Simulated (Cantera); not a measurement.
A closed system holds: 1 mol BF3, a varied amount of H2O, 22 mol N2, equilibrated at 1.00 Torr.

These are equilibrium values from Cantera (NASA tables, ideal gas, pure condensed phases), not measurements of a reactor. Candidate condensed phases: B, BN, B2O3, B3O3H3, H2O; 62 gas species. The tables' values for BF2 are old estimates. Gases not in the tables: H3BO3. The numbers say what is thermodynamically allowed, not how fast it happens.

Stable condensed phases, one row left out:

```
T in K \ n(H2O) in mol
          0.1 0.33 0.55 0.78    1  1.2  1.5  1.7  1.9
   1623     A    A    A    A    A    A    A    A    A
   1573     A    A    A    A    A    A    A    A    A
   1523     A    A    A    A    A    A    A    A    A
   1473     A    A    A    A    A    A    A    A    A
   1423     A    A    A    A    A    A    A    A    A
   1373     A    A    A    A    A    A    A    A    A
   1323     A    A    A    A    A    A    A    A    A
   1273     A    A    A    A    A    A    A    A    A
   1223     A    A    A    A    A    A    A    A    A
   1123     A    A    A    B    B    B    B    B    B
   1073     A    A    B    B    B    B    B    B    B
   1023     A    A    B    B    B    B    B    B    B
    973     A    B    B    B    B    B    B    B    B
```

A: gas only; B: B2O3.

Q: Give the row for 1173 K.

A: 0.1: gas only; 0.33: gas only; 0.55: gas only; 0.78: gas only; 1: gas only; 1.2: gas only; 1.5: B2O3; 1.7: B2O3; 1.9: B2O3.
